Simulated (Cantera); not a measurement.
# Equilibrium for boron, boron nitride and boron oxide: B + H2O + H2

Input: 1 mol B, 6.3 mol H2O, 1.9 mol H2, held at 6700 Pa.

These are equilibrium values from Cantera (NASA tables, ideal gas, pure condensed phases), not measurements of a reactor. Candidate condensed phases: B, B2O3, B3O3H3, H2O; 23 gas species. Rates play no part.

```csv
T (K),x H2O,x H2,x HBO2,x H,x B2O3,x OH,x HBO,x BO2
1898,0.496,0.389,0.110,0.00188,0.00215,0.000196,0.000330,5.28e-5
1948,0.496,0.389,0.110,0.00272,0.00232,0.000314,0.000396,8.39e-5
1998,0.496,0.388,0.109,0.00386,0.00250,0.000491,0.000471,0.000130
2048,0.495,0.387,0.108,0.00538,0.00267,0.000750,0.000553,0.000198
2098,0.495,0.385,0.108,0.00738,0.00284,0.00112,0.000644,0.000295
2148,0.493,0.384,0.107,0.00997,0.00300,0.00165,0.000744,0.000431
2198,0.492,0.381,0.106,0.0133,0.00316,0.00238,0.000851,0.000617
```
x: gas mole fraction; nothing condenses.

From 1898 K to 2198 K nothing is condensed. The main B-bearing gas is HBO2 throughout.
